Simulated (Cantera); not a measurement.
An isothermal, constant-pressure homogeneous reactor starts with C₃H₈ : H₂ = 2 : 3.4 (molar parts), at 1050 K and 0.140 bar.

Detailed kinetics in Cantera: GRI-Mech 3.0 (53 species, 325 reactions). GRI-Mech 3.0 was tuned for natural gas; its chemistry of propane as a main component is partial and can be far from experiment. GRI-Mech 3.0 stops at C3 and has no aromatics, soot or wall deposition, so with more carbon than oxygen in the feed, carbon stays in small species such as C2H2 where larger ones or solid carbon would form.

Predict: x(C₃H₈) at 200 s; x(H₂) at 200 s; x(C₂H₂) at 200 s; x(CH₃) at 200 s; x(H) at 200 s; x(CH₄) at 200 s.


```json
{
 "x(C₃H₈) at 200 s": "6.63e-5 (gas-phase equilibrium 8.58e-6)",
 "x(H₂) at 200 s": "0.412 (gas-phase equilibrium 0.119)",
 "x(C₂H₂) at 200 s": "0.0208 (gas-phase equilibrium 0.0244)",
 "x(CH₃) at 200 s": "1.92e-6 (gas-phase equilibrium 8.85e-7)",
 "x(H) at 200 s": "1.27e-7 (gas-phase equilibrium 7.52e-9)",
 "x(CH₄) at 200 s": "0.345 (gas-phase equilibrium 0.785)"
}
```
